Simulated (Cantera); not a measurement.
## Ammonia decomposition in nitride growth gas

An isothermal, constant-pressure homogeneous reactor starts with 35.7 % NH₃, 64.3 % H₂, at 1898 K and 0.0148 atm.

Detailed kinetics in Cantera: the gas-phase N/H chemistry of the illustrative SiF4/NH3 mechanism in the Surface Chemkin manual (1991). Walls and surfaces, which speed up NH3 decomposition in real reactors, are not modelled.

| t (s) | x NH₃ | x H₂ | x N₂H₄ | x N₂H₂ | x NH |
|---|---|---|---|---|---|
| 9.00e-6 | 0.357 | 0.643 | <1e-12 | <1e-12 | <1e-12 |
| 4.89e-5 | 0.357 | 0.643 | <1e-12 | <1e-12 | 1.97e-11 |
| 0.000265 | 0.357 | 0.643 | <1e-12 | 7.09e-11 | 1.10e-9 |
| 0.00144 | 0.357 | 0.643 | 1.59e-11 | 3.52e-9 | 3.72e-8 |
| 0.00782 | 0.357 | 0.643 | 4.61e-10 | 1.55e-7 | 1.08e-6 |
| 0.0424 | 0.354 | 0.644 | 4.04e-9 | 2.19e-6 | 9.18e-6 |
| 0.230 | 0.336 | 0.655 | 3.87e-9 | 2.12e-6 | 9.29e-6 |
| 1.25 | 0.256 | 0.706 | 2.67e-9 | 1.48e-6 | 8.50e-6 |
| 6.79 | 0.0781 | 0.818 | 5.08e-10 | 3.24e-7 | 5.47e-6 |
| 36.8 | 0.000198 | 0.864 | <1e-12 | 2.70e-10 | 6.40e-7 |
| 200 | 2.37e-6 | 0.863 | <1e-12 | <1e-12 | 1.27e-8 |
x: mole fraction; the columns are a selection and need not sum to one.

Equilibrium at this temperature and pressure: NH₃ 1.04e-7, H₂ 0.863, N₂H₄ <1e-12, N₂H₂ <1e-12, NH 5.56e-10 (gas phase only).
